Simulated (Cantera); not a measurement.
A Cantera script and what it prints.

```python
import numpy as np
import cantera as ct

gas_names = """
    B BH BH2 BH3 BN BO BO2 B2 B2O B2O2 B2O3 B3O3H3 H HBO HBO2 HNO HNO2 HNO3 HO2 H2 H2O H2O2 H3B3O6 N NH
    NH2 NH3 NH2OH NO NO2 NO3 N2 N2H2 N2H4 N2O O OH O2 O3
""".split()
cond_names = """
    B(b) B(L) BN(s) B2O3(L) B3O3H3(cr) H2O(s) H2O(L)
""".split()


# ... load() reads the species with a 1 bar reference pressure and builds the phases ...
atoms = {
    'BN': {'B': 1, 'N': 1},
    'H2O': {'H': 2, 'O': 1},
}
top_T = {'BN(s)': 3200}  # K; cautious upper limits of use, not melting points


# ... equilibrate(T, P, feed) seeds the gas with the atoms and calls Mixture.equilibrate('TP', solver="vcs", rtol=1e-11, max_steps=5000) ...
results = []
feed = {'BN': 1, 'H2O': 18}  # mol
P = 39000  # Pa
for T in [1473, 1573, 1673, 1773, 1873, 1973, 2073]:
    mix = equilibrate(T, P, feed)
    results.append((T, P, feed, dict(zip(mix.species_names, mix.species_moles))))
    x = sorted(zip(gas.X, gas.species_names), reverse=True)
    print(f"T = {T:g} K  P = {P:g} Pa  gas = {mix.phase_moles(0):.4g} mol")
    print("   x: " + "  ".join(f"{s} {v:.3e}" for v, s in x if v > 1e-06))
    print("   condensed (mol): " + ("  ".join(f"{mix.phase(i).name} {mix.phase_moles(i):.4g}"
          for i in range(1, mix.n_phases) if mix.phase_moles(i) > 1e-12) or "none"))
```

Result:

```
T = 1473 K  P = 39000 Pa  gas = 18.74 mol
   x: H2O 8.625e-01  H2 8.003e-02  HBO2 2.826e-02  N2 2.668e-02  H3B3O6 2.484e-03  B2O3 3.168e-05  H 5.731e-06  OH 1.607e-06  HBO 1.207e-06
   condensed (mol): B2O3(L) 0.1647
T = 1573 K  P = 39000 Pa  gas = 18.97 mol
   x: H2O 8.436e-01  H2 7.907e-02  HBO2 4.999e-02  N2 2.636e-02  H3B3O6 8.176e-04  B2O3 1.324e-04  H 1.831e-05  OH 7.052e-06  HBO 3.939e-06
   condensed (mol): none
T = 1673 K  P = 39000 Pa  gas = 19 mol
   x: H2O 8.424e-01  H2 7.894e-02  HBO2 5.203e-02  N2 2.632e-02  B2O3 1.818e-04  H3B3O6 7.813e-05  H 5.123e-05  OH 2.630e-05  HBO 6.961e-06  BO2 1.984e-06
   condensed (mol): none
T = 1773 K  P = 39000 Pa  gas = 19 mol
   x: H2O 8.422e-01  H2 7.891e-02  HBO2 5.213e-02  N2 2.631e-02  B2O3 2.253e-04  H 1.280e-04  OH 8.465e-05  HBO 1.115e-05  H3B3O6 8.937e-06  BO2 6.370e-06  NO 1.077e-06
   condensed (mol): none
T = 1873 K  P = 39000 Pa  gas = 19.01 mol
   x: H2O 8.419e-01  H2 7.890e-02  HBO2 5.203e-02  N2 2.631e-02  H 2.903e-04  B2O3 2.712e-04  OH 2.405e-04  BO2 1.801e-05  HBO 1.692e-05  NO 3.722e-06  O2 3.132e-06  H3B3O6 1.292e-06  BO 1.025e-06
   condensed (mol): none
T = 1973 K  P = 39000 Pa  gas = 19.01 mol
   x: H2O 8.412e-01  H2 7.894e-02  HBO2 5.188e-02  N2 2.629e-02  OH 6.141e-04  H 6.071e-04  B2O3 3.201e-04  BO2 4.577e-05  HBO 2.460e-05  O2 1.603e-05  NO 1.134e-05  O 3.476e-06  BO 2.817e-06
   condensed (mol): none
T = 2073 K  P = 39000 Pa  gas = 19.03 mol
   x: H2O 8.397e-01  H2 7.915e-02  HBO2 5.166e-02  N2 2.626e-02  OH 1.430e-03  H 1.185e-03  B2O3 3.712e-04  BO2 1.061e-04  O2 6.965e-05  HBO 3.455e-05  NO 3.091e-05  O 1.536e-05  BO 7.013e-06
   condensed (mol): none
```

Method: chemical equilibrium by Gibbs-energy minimisation in Cantera with the NASA 1993 tables (ideal gas, pure condensed phases). Gases not in the tables: H3BO3.
